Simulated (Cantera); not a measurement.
A perfectly stirred reactor is fed with CH4 : C2H6 : O2 : N2 = 1 : 0.089 : 5.38 : 20.2 (molar parts), equivalence ratio 0.43, at 0.918 atm; it is adiabatic with a 500 K inlet, and is followed from long to short residence time, starting on the burning branch (τ in s: 0.059, 0.022, 0.0085, 0.0032, 0.0012, 0.00046, 0.00017, 6.6e-05, 2.5e-05).

Cantera simulation using GRI-Mech 3.0 (53 species, 325 reactions); the numbers are that mechanism's predictions, not measurements.

**Question.** What does this change do: pressure from 0.918 atm to 0.217 atm?

**Answer.** 
| quantity | before | after |
|---|---|---|
| blow-out, bracketed by the residence times tried | burning at 1.20 ms, out at 0.460 ms | burning at 3.20 ms, out at 1.20 ms |
| x(CH4) at τ = 59.0 ms | 3.21e-5 | 4.22e-5 |
| x(C2H6) at τ = 59.0 ms | 7.63e-7 | 9.53e-7 |
| x(O2) at τ = 59.0 ms | 0.115 | 0.115 |
| x(C2H) at τ = 59.0 ms | 4.23e-11 | 3.08e-11 |
| x(H2O2) at τ = 59.0 ms | 1.73e-7 | 1.54e-7 |
| x(CH4) at τ = 1.20 ms | 0.000669 | 0.0375 |
| x(C2H6) at τ = 1.20 ms | 1.49e-5 | 0.00334 |
| x(O2) at τ = 1.20 ms | 0.120 | 0.202 |
| x(C2H) at τ = 1.20 ms | 8.20e-11 | <1e-12 |
| x(H2O2) at τ = 1.20 ms | 1.13e-6 | <1e-12 |
